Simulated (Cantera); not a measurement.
An isothermal plug-flow reactor at 975 K and 3.30 bar (inlet), inlet velocity 4.2 m/s, active area per volume 3900 1/m; feed 0.546 % CO, 1.49 % O2, 98.0 % N2, equivalence ratio 0.18.

Model: Deutschmann's 1995 Pt surface mechanism with GRI-Mech 3.0 gas chemistry, integrated in Cantera. Catalytic surfaces can have several steady states; this one follows from the mechanism file's or the stated starting coverage. Mass transfer to the wall is taken as infinitely fast.

One state of this run: x CO = 1.14e-7; x O2 = 0.0122; x H2O = <1e-12; x CO2 = 0.00547; θ free Pt = 0.217; θ O* = 0.783; θ CO* = 1.46e-7. x: gas mole fraction; θ: surface coverage.

**Question.** Which value of z (m) does it belong to?
A) 7.7e-05
B) 0.00013
C) 0.00022
D) 0.0006

**Answer.** D, 0.0006
